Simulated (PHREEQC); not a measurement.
Dissolve 0.45 mmol/kgw K2CO3, 9.3e-05 mmol/kgw H4SiO4 and 0.36 mmol/kgw KH2PO4 at 62 °C. Closed to the air; pH follows from the charge balance.

Model: ion-association model, wateq4f.dat, run in PHREEQC.

Precipitation was switched off in this run.

### Question
Predict the pH.

### Answer
pH 8.83.

### Question
In which forms is P present?

### Answer
HPO4-2 98 %, H2PO4- 1.7 % of the P.

H3PO4, which wateq4f.dat lacks, is added to it with the constant of phreeqc.dat. Away from 25 °C the constants follow the database's enthalpies or fits; those with neither stay at their 25 °C values.
